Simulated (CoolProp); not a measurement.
Vapour-liquid equilibrium of n-pentane (1) + toluene (2) at 0.233 MPa; x and y are mole fractions of (1).

Model: multi-fluid Helmholtz-energy mixture model, Thol 2019 and Lemmon 2006; pair parameters Bell 2016, in CoolProp.

| x | bubble temperature, mixture model (°C) | bubble temperature, Raoult's law (°C) | y, mixture model | y, Raoult's law |
|---|---|---|---|---|
| 0.05 | 130.6 | 133.0 | 0.279 | 0.251 |
| 0.2 | 105.8 | 111.1 | [?] | 0.648 |
| 0.35 | 91.5 | 96.1 | 0.818 | 0.816 |
| 0.5 | [?] | 85.2 | 0.889 | 0.900 |
| 0.65 | [?] | 76.9 | 0.933 | 0.948 |
| 0.8 | 69.6 | 70.1 | 0.965 | 0.977 |
| 0.95 | 64.5 | 64.5 | 0.992 | 0.995 |

### Question
Some entries are withheld; supply them.

### Answer

- 0.2, y, mixture model: 0.673
- 0.5, bubble temperature, mixture model (°C): 82.2
- 0.65, bubble temperature, mixture model (°C): 75.3

The largest gap from Raoult's law is -5.3 K in bubble temperature, at x = 0.2. No azeotrope shows between x = 0.05 and 0.95.

The pair parameters rest on a limited set of measurements; away from them the model extrapolates.
